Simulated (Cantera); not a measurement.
Cantera run:

```python
import numpy as np
import cantera as ct

gas_names = [...]  # 92 gases of nasa_gas.yaml made of C, H, N
cond_names = """
    C(gr) C6H6(L) C7H8(L) C8H18(L),n-octa
""".split()


# ... load() reads the species with a 1 bar reference pressure and builds the phases ...
atoms = {
    'C2H6': {'C': 2, 'H': 6},
    'NH3': {'N': 1, 'H': 3},
}
top_T = {'C(gr)': 4500}  # K; cautious upper limits of use, not melting points


# ... equilibrate(T, P, feed) seeds the gas with the atoms and calls Mixture.equilibrate('TP', solver="vcs", rtol=1e-11, max_steps=5000) ...
results = []
feed = {'C2H6': 1, 'NH3': 1.5}  # mol
P = 4700000  # Pa
for T in [2525, 2600, 2675, 2750, 2825, 2900, 2975]:
    mix = equilibrate(T, P, feed)
    results.append((T, P, feed, dict(zip(mix.species_names, mix.species_moles))))

top = {s: max(r[3][s] / sum(r[3][g] for g in gas_names) for r in results) for s in gas_names}
cols = sorted((s for s in top if top[s] > 0.0001), key=lambda s: -top[s])[:6]
seen = [c for c in cond_names if any(r[3].get(c, 0) > 1e-12 for r in results)]
print("log10 of partial pressures in bar; condensed amounts in mol")
print(f"{'T/K':>10s}" + "".join(f"{s[:9]:>10s}" for s in cols + seen))
for T, P, feed, n in results:
    ng = sum(n[g] for g in gas_names)
    print(f"{T:10.4g}" + "".join(f"{np.log10(max(n[s] / ng * P / 1e5, 1e-99)):10.3f}" for s in cols)
          + "".join(f"{n.get(c, 0):10.4g}" for c in seen))
```

Output:

```
log10 of partial pressures in bar; condensed amounts in mol
       T/K        H2        N2       HCN C2H2,acet         H       HNC     C(gr)
      2525     1.597     0.723     0.037    -0.323    -0.754    -0.882     1.687
      2600     1.594     0.713     0.108    -0.196    -0.619    -0.776     1.617
      2675     1.590     0.701     0.173    -0.077    -0.492    -0.677     1.534
      2750     1.584     0.689     0.233     0.034    -0.373    -0.585     1.435
      2825     1.578     0.675     0.288     0.137    -0.260    -0.500     1.318
      2900     1.571     0.659     0.339     0.234    -0.154    -0.421     1.183
      2975     1.562     0.643     0.384     0.324    -0.054    -0.348     1.028
```

Cantera equilibrium calculation (NASA polynomials, part measured and part estimated; ideal gas, pure solids and liquids). The ideal-gas law is rough above about 30 bar.
